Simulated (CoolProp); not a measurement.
A Linde-Hampson liquefier for dry air: isothermal reversible compression at 230 K from 1 atm to 10 MPa, throttling to 1 atm, return gas leaving the recuperator 10 K below the feed. Each further row changes one setting.

Model: reference Helmholtz-energy equation of state, Lemmon 2000, in CoolProp. It is a pseudo-pure fit of the blend.

| case | liquid yield per pass | compression work (kJ/kg of gas) |
|---|---|---|
| as stated | ___ | 295 |
| high pressure 20 MPa | ___ | 337 |
| warm-end temperature 260 K | 0.047 | ___ |
| warm-end gap 15 K | 0.063 | 295 |

Question: Some entries are withheld; supply them.

Answer: 
- as stated, liquid yield per pass: 0.077
- high pressure 20 MPa, liquid yield per pass: 0.150
- warm-end temperature 260 K, compression work (kJ/kg of gas): 338
